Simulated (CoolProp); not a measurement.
Vapour-liquid equilibrium of R134a (1) + R236FA (2) at 3.65 °C; x and y are mole fractions of (1).

Computed with CoolProp (multi-fluid Helmholtz-energy mixture model, Tillner-Roth 1994 and Pan 2012; pair parameters Bell 2016).

```tsv
x	bubble pressure (MPa)	y at the bubble point	dew pressure at overall composition x (MPa)	liquid density (mol/L)
0.05	0.1347	0.115	0.1290	9.530
0.125	0.1496	0.261	0.1356	9.722
0.2	0.1645	0.381	0.1430	9.921
0.275	0.1795	0.482	0.1512	10.13
0.35	0.1947	0.569	0.1604	10.34
0.425	0.2100	0.644	0.1707	10.56
0.5	0.2255	0.710	0.1824	10.79
0.575	0.2412	0.768	0.1958	11.03
0.65	0.2571	0.820	0.2112	11.28
0.725	0.2731	0.866	0.2293	11.54
0.8	0.2894	0.908	0.2507	11.80
0.875	0.3058	0.945	0.2764	12.08
0.95	0.3224	0.979	0.3080	12.37
```

No azeotrope shows between x = 0.05 and 0.95.

Pair parameters are fitted to limited data, so mixtures are less certain than the pure fluids.
